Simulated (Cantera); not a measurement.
A closed system holds: 1 mol SiCl₄, 20 mol N₂, at 1123 K and 34.0 Pa.

Equilibrium computed with Cantera from the NASA thermochemical tables; the gas is ideal and each condensed phase is pure. Candidate condensed phases: Si, Si₃N₄; 13 gas species. The tables' values for SiCl₃ are old estimates; treat these amounts as uncertain. The numbers say what is thermodynamically allowed, not how fast it happens.

Base state: N₂ 0.952, SiCl₄ 0.0475, Cl 8.13e-5, SiCl₃ 7.92e-5 (mole fractions); condensed: gas only.

What changes in the equilibrium state with this change: SiCl₄ replaced by Si₂Cl₆?


| species | before | after |
|---|---|---|
| N₂ | 0.952 | 0.928 |
| SiCl₄ | 0.0475 | 0.0676 |
| SiCl₃ | 7.92e-5 | 0.00302 |
| SiCl₂ | 1.64e-6 | 0.00168 |
| Cl | 8.13e-5 | 3.03e-6 |
| Si₃N₄(s), mol | 0 | 0.155 |
The feed counts by its element totals alone. N₂ is the only nitrogen source here; it is nearly inert below about 1500 K, so the nitride shown seldom forms there in practice.

What changes in the equilibrium state with this change: 0.79 mol NH₃ added?


```json
[
 {"species": "N₂", "before": "0.952", "after": "0.881"},
 {"species": "HCl", "before": "0", "after": "0.0900"},
 {"species": "SiCl₄", "before": "0.0475", "after": "0.0200"},
 {"species": "H₂", "before": "0", "after": "0.00698"},
 {"species": "SiHCl₃", "before": "0", "after": "2.66e-5"},
 {"species": "Si₃N₄(s), mol", "before": "0", "after": "0.165"}
]
```
Further candidate phases: NH₄Cl.
